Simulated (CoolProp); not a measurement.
R507A at 453.67 K and 0.341 MPa is throttled through a valve to 0.129 MPa with no heat exchange. Each further row changes one setting.

Values from CoolProp's reference Helmholtz-energy equation of state, Lemmon 2003. It is a pseudo-pure fit of the blend.

```json
[
 {"case": "as stated", "temperature change (K)": "-1.0", "final density (kg/m³)": "3.40"},
 {"case": "outlet pressure 0.0387 MPa", "temperature change (K)": "-1.5", "final density (kg/m³)": "1.02"},
 {"case": "outlet pressure 0.168 MPa", "temperature change (K)": "-0.8", "final density (kg/m³)": "4.44"}
]
```
